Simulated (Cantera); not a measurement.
What does this Cantera script print?

```python
import numpy as np
import cantera as ct

gas = ct.Solution("gri30.yaml", transport_model="multicomponent")
show = ['H2', 'C2H2', 'OH']

rows = []
print(f"{'T/K':>7s}{'rho':>11s}{'cp':>10s}{'mu':>11s}{'lambda':>11s}{'Pr':>7s}" + "".join(f"{'D_' + s:>11s}" for s in show))
for T in [400, 650, 900, 1150, 1400, 1650]:
    gas.TPX = T, 380000, {'NO': 0.89}
    Pr = gas.cp_mass * gas.viscosity / gas.thermal_conductivity
    D = [gas.mix_diff_coeffs_mole[gas.species_index(s)] for s in show]
    rows.append([gas.density, gas.cp_mass, gas.viscosity, gas.thermal_conductivity, Pr, *D])
    print(f"{T:7g}{gas.density:11.4e}{gas.cp_mass:10.1f}{gas.viscosity:11.4e}"
          f"{gas.thermal_conductivity:11.4e}{Pr:7.3f}" + "".join(f"{d:11.4e}" for d in D))
print("SI units: kg/m3, J/kg/K, Pa s, W/m/K, m2/s")
```

It prints:

```
    T/K        rho        cp         mu     lambda     Pr       D_H2     D_C2H2       D_OH
    400 3.4284e+00     998.6 2.3120e-05 3.2481e-02  0.711 3.3754e-05 7.3617e-06 1.3782e-05
    650 2.1098e+00    1054.2 3.2312e-05 4.8111e-02  0.708 7.6099e-05 1.7170e-05 3.1390e-05
    900 1.5238e+00    1113.9 4.0086e-05 6.3114e-02  0.707 1.3070e-04 2.9865e-05 5.4098e-05
   1150 1.1925e+00    1153.1 4.7043e-05 7.6724e-02  0.707 1.9623e-04 4.5101e-05 8.1341e-05
   1400 9.7956e-01    1181.0 5.3449e-05 8.9329e-02  0.707 2.7180e-04 6.2659e-05 1.1274e-04
   1650 8.3114e-01    1202.5 5.9446e-05 1.0120e-01  0.706 3.5675e-04 8.2380e-05 1.4804e-04
SI units: kg/m3, J/kg/K, Pa s, W/m/K, m2/s
```

Cantera simulation using GRI-Mech 3.0 (53 species, 325 reactions); the numbers are that mechanism's predictions, not measurements. The composition is frozen, though it would react at the higher temperatures.
